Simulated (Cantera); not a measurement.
A Cantera script and what it prints.

```python
import numpy as np
import cantera as ct

gas_names = """
    CL CL2 Si SiCL SiCL2 SiCL3 SiCL4 Si2 Si3
""".split()
cond_names = """
    Si(cr) Si(L)
""".split()


# ... load() reads the species with a 1 bar reference pressure and builds the phases ...
atoms = {
    'Si': {'Si': 1},
    'Cl2': {'CL': 2},
}
top_T = {}  # K; cautious upper limits of use, not melting points


# ... equilibrate(T, P, feed) seeds the gas with the atoms and calls Mixture.equilibrate('TP', solver="vcs", rtol=1e-11, max_steps=5000) ...
results = []
T = 650  # K
P = 100000  # Pa
for m in [0.88, 1.2, 1.7, 2.3, 3.3, 4.5, 6.2, 8.6]:
    feed = {'Si': 1, 'Cl2': m}  # mol
    mix = equilibrate(T, P, feed)
    results.append((T, P, feed, dict(zip(mix.species_names, mix.species_moles))))
    x = sorted(zip(gas.X, gas.species_names), reverse=True)
    print(f"T = {T:g} K  P = {P:g} Pa  n(Cl2) = {m:g} mol  gas = {mix.phase_moles(0):.4g} mol")
    print("   x: " + "  ".join(f"{s} {v:.3e}" for v, s in x if v > 0.0001))
    print("   condensed (mol): " + ("  ".join(f"{mix.phase(i).name} {mix.phase_moles(i):.4g}"
          for i in range(1, mix.n_phases) if mix.phase_moles(i) > 1e-12) or "none"))
```

Output:

```
T = 650 K  P = 100000 Pa  n(Cl2) = 0.88 mol  gas = 0.44 mol
   x: SiCL4 1.000e+00
   condensed (mol): Si(cr) 0.56
T = 650 K  P = 100000 Pa  n(Cl2) = 1.2 mol  gas = 0.6 mol
   x: SiCL4 1.000e+00
   condensed (mol): Si(cr) 0.4
T = 650 K  P = 100000 Pa  n(Cl2) = 1.7 mol  gas = 0.85 mol
   x: SiCL4 1.000e+00
   condensed (mol): Si(cr) 0.15
T = 650 K  P = 100000 Pa  n(Cl2) = 2.3 mol  gas = 1.3 mol
   x: SiCL4 7.692e-01  CL2 2.308e-01
   condensed (mol): none
T = 650 K  P = 100000 Pa  n(Cl2) = 3.3 mol  gas = 2.3 mol
   x: CL2 5.652e-01  SiCL4 4.348e-01
   condensed (mol): none
T = 650 K  P = 100000 Pa  n(Cl2) = 4.5 mol  gas = 3.5 mol
   x: CL2 7.143e-01  SiCL4 2.857e-01
   condensed (mol): none
T = 650 K  P = 100000 Pa  n(Cl2) = 6.2 mol  gas = 5.2 mol
   x: CL2 8.077e-01  SiCL4 1.923e-01
   condensed (mol): none
T = 650 K  P = 100000 Pa  n(Cl2) = 8.6 mol  gas = 7.6 mol
   x: CL2 8.684e-01  SiCL4 1.316e-01
   condensed (mol): none
```

Method: chemical equilibrium by Gibbs-energy minimisation in Cantera with the NASA 1993 tables (ideal gas, pure condensed phases).
